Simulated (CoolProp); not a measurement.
Properties of CH2F2 (R32) along the isotherm 95.05 °C (Tc = 78.1 °C, pc = 57.83 bar, ω = 0.277).

Values from CoolProp's reference Helmholtz-energy equation of state, Tillner-Roth 1997.

```csv
p (bar),phase,cp (kJ/(kg K)),cv (kJ/(kg K)),isothermal compressibility (1/MPa),conductivity (mW/(m K)),Prandtl number,fugacity coefficient
12,gas,1.046,0.8174,0.8986,21.2,0.815,0.9332
24.1,gas,1.200,0.8649,0.4922,23.2,0.865,0.8681
36.1,gas,1.427,0.9192,0.3722,25.8,0.950,0.8057
48.2,gas,1.822,0.9844,0.3335,29.9,1.10,0.7443
60.2,supercritical,2.681,1.066,0.3557,37.7,1.42,0.6844
72.3,supercritical,5.650,1.176,0.4965,55.9,2.59,0.6235
84.3,supercritical,5.918,1.153,0.2514,75.7,3.20,0.5630
96.4,supercritical,3.687,1.083,0.08831,81.8,2.26,0.5107
108,supercritical,3.006,1.056,0.05177,86.1,1.94,0.4703
120,supercritical,2.659,1.040,0.03595,89.6,1.76,0.4363
133,supercritical,2.435,1.030,0.02694,92.8,1.65,0.4062
145,supercritical,2.297,1.024,0.02186,95.4,1.58,0.3832
```

The peak of cp marks the crossing from liquid-like to gas-like fluid above the critical point.

Viscosity comes from a separate model (Bell 2016), an estimate that may be off by 10 % or more. Thermal conductivity comes from a separate model (Huber 2003), an estimate that may be off by 10 % or more.
